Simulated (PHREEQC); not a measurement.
Solution A (0.0045 mol ZnCl2 per kg of water) is mixed with solution B (0.087 mol/kgw CuCl2, 0.00023 mol/kgw HBF4 and 0.0063 mol/kgw H3BO3) at 20 °C; shares are by mass of water, 1 kg in all. Oxygen is held at 0.21 atm. The system is closed to CO2. The run lets Cu(OH)2, Atacamite, Zn(OH)2-e, Zn5(OH)8Cl2, CuF2:2H2O, ZnF2 precipitate or redissolve, and no other solid.

Equilibrium calculation in PHREEQC: ion-association model, wateq4f.dat.

### Question
Predict pH, Zn+2 (mol/kgw), Cu+2 (mol/kgw) at share of solution B = 0.25, 0.7, 0.8.

### Answer
```tsv
share of solution B	pH	Zn+2 (mol/kgw)	Cu+2 (mol/kgw)
0.25	3.77	0.00322	0.0208
0.7	3.40	0.00123	0.0559
0.8	3.35	0.000815	0.0634
```

Real BF4- forms and hydrolyses slowly; the run takes it at equilibrium.
